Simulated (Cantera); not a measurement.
An isothermal, constant-pressure homogeneous reactor starts with 30.3 % C2H4, 69.7 % H2, at 1200 K and 18000 Pa.

Cantera simulation using GRI-Mech 3.0 (53 species, 325 reactions); the numbers are that mechanism's predictions, not measurements. GRI-Mech 3.0 was tuned for natural gas; its chemistry of ethylene as a main component is partial and can be far from experiment. GRI-Mech 3.0 stops at C3 and has no aromatics, soot or wall deposition, so with more carbon than oxygen in the feed, carbon stays in small species such as C2H2 where larger ones or solid carbon would form.

**Question.** Predict: x(C2H4) at 1.00 s; x(H2) at 1.00 s; x(CH4) at 1.00 s; x(C2H6) at 1.00 s.

**Answer.** 
```
Quantity                                             Result
-----------------  ----------------------------------------
x(C2H4) at 1.00 s      0.184 (gas-phase equilibrium 0.0491)
x(H2) at 1.00 s         0.692 (gas-phase equilibrium 0.384)
x(CH4) at 1.00 s       0.0429 (gas-phase equilibrium 0.507)
x(C2H6) at 1.00 s  0.00325 (gas-phase equilibrium 0.000515)
```
